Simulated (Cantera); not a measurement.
Mixture: CH4 : O2 : N2 = 1 : 1.11 : 4.18 (molar parts), equivalence ratio 1.8, at 1000000 Pa, adiabatic and at constant pressure. Ignition delay is the time to a rise of 400 K.

Model: GRI-Mech 3.0 (53 species, 325 reactions), integrated in Cantera.

Question: What does this change do: 0.2 parts C2H6 added?

Answer: 
| quantity | before | after |
|---|---|---|
| delay at 1323 K | 1.54 ms | 0.175 ms |
| delay at 1473 K | 0.321 ms | 52.6 µs |
| delay at 1623 K | 77.8 µs | 18.3 µs |
| delay at 1773 K | 22.5 µs | 7.22 µs |
| delay at 1923 K | 8.05 µs | 3.37 µs |
| apparent activation energy between 1848 and 1998 K | 190 kJ/mol | 140 kJ/mol |

Question: What does this change do: constant volume in place of constant pressure?

Answer: 
```csv
quantity,before,after
delay at 1323 K,1.54 ms,1.43 ms
delay at 1473 K,0.321 ms,0.293 ms
delay at 1623 K,77.8 µs,70.5 µs
delay at 1773 K,22.5 µs,20.3 µs
delay at 1923 K,8.05 µs,7.22 µs
apparent activation energy between 1848 and 1998 K,190 kJ/mol,190 kJ/mol
```

Question: What does this change do: pressure from 1000000 Pa to 780000 Pa?

Answer: 
| quantity | before | after |
|---|---|---|
| delay at 1323 K | 1.54 ms | 1.98 ms |
| delay at 1473 K | 0.321 ms | 0.400 ms |
| delay at 1623 K | 77.8 µs | 94.9 µs |
| delay at 1773 K | 22.5 µs | 27.3 µs |
| delay at 1923 K | 8.05 µs | 9.84 µs |
| apparent activation energy between 1848 and 1998 K | 190 kJ/mol | 190 kJ/mol |
